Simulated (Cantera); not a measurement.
Adiabatic ignition

An adiabatic, constant-volume homogeneous reactor starts with H2 : O2 : N2 = 1 : 0.417 : 1.57 (molar parts), at 1550 K and 0.250 bar.

Detailed kinetics in Cantera: the H2/O2 subset of GRI-Mech 3.0, which has no nitrogen chemistry.

| t (s) | T (K) | P (bar) | x H2 | x O2 | x OH | x H2O2 | x HO2 | x H2O | x H |
|---|---|---|---|---|---|---|---|---|---|
| 4.00e-6 | 1550 | 0.250 | 0.335 | 0.140 | 8.51e-8 | 5.41e-9 | 5.29e-7 | 3.79e-7 | 8.24e-7 |
| 9.87e-6 | 1550 | 0.250 | 0.335 | 0.140 | 7.24e-7 | 2.80e-8 | 1.30e-6 | 5.96e-6 | 6.49e-6 |
| 2.43e-5 | 1550 | 0.250 | 0.334 | 0.139 | 6.02e-5 | 1.41e-7 | 4.85e-6 | 0.000601 | 0.000533 |
| 6.00e-5 | 1777 | 0.285 | 0.0787 | 0.0275 | 0.0197 | 4.39e-7 | 4.46e-6 | 0.179 | 0.138 |
| 0.000148 | 2142 | 0.335 | 0.0880 | 0.0222 | 0.0288 | 1.57e-7 | 3.00e-6 | 0.191 | 0.104 |
| 0.000365 | 2594 | 0.394 | 0.0923 | 0.0161 | 0.0359 | 1.09e-7 | 2.96e-6 | 0.211 | 0.0685 |
| 0.000900 | 2865 | 0.427 | 0.0913 | 0.0125 | 0.0369 | 2.28e-7 | 4.79e-6 | 0.228 | 0.0498 |
| 0.00222 | 2875 | 0.428 | 0.0912 | 0.0124 | 0.0369 | 2.37e-7 | 4.88e-6 | 0.229 | 0.0492 |
| 0.00548 | 2875 | 0.428 | 0.0912 | 0.0124 | 0.0369 | 2.37e-7 | 4.88e-6 | 0.229 | 0.0492 |
| 0.0135 | 2875 | 0.428 | 0.0912 | 0.0124 | 0.0369 | 2.37e-7 | 4.88e-6 | 0.229 | 0.0492 |
| 0.0333 | 2875 | 0.428 | 0.0912 | 0.0124 | 0.0369 | 2.37e-7 | 4.88e-6 | 0.229 | 0.0492 |
| 0.0822 | 2875 | 0.428 | 0.0912 | 0.0124 | 0.0369 | 2.37e-7 | 4.88e-6 | 0.229 | 0.0492 |
| 0.203 | 2875 | 0.428 | 0.0912 | 0.0124 | 0.0369 | 2.37e-7 | 4.88e-6 | 0.229 | 0.0492 |
| 0.500 | 2875 | 0.428 | 0.0912 | 0.0124 | 0.0369 | 2.37e-7 | 4.88e-6 | 0.229 | 0.0492 |
x: mole fraction; the columns are a selection and need not sum to one.

| Property | Result |
|---|---|
| time of steepest temperature rise | 43.5 µs |
| temperature at 0.500 s | 2875 K |
| equilibrium temperature | 2875 K |
| x(H2) at 0.500 s | 0.0912 (gas-phase equilibrium 0.0912) |
| x(O2) at 0.500 s | 0.0124 (gas-phase equilibrium 0.0124) |
| x(OH) at 0.500 s | 0.0369 (gas-phase equilibrium 0.0369) |
